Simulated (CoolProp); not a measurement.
Values from CoolProp's reference Helmholtz-energy equation of state, Lemmon 2000. It is a pseudo-pure fit of the blend.

Q: For dry air, give the phase and the Z, cp (kJ/(kg K)), speed of sound (m/s) at -164.85 °C and 582 kPa; -164.85 °C and 1600 kPa; -164.85 °C and 1750 kPa.

A: 
- -164.85 °C and 582 kPa: gas; Z 0.897, cp 1.21, speed of sound 197
- -164.85 °C and 1600 kPa: liquid; Z 0.0714, cp 2.29, speed of sound 568
- -164.85 °C and 1750 kPa: liquid; Z 0.0780, cp 2.28, speed of sound 571
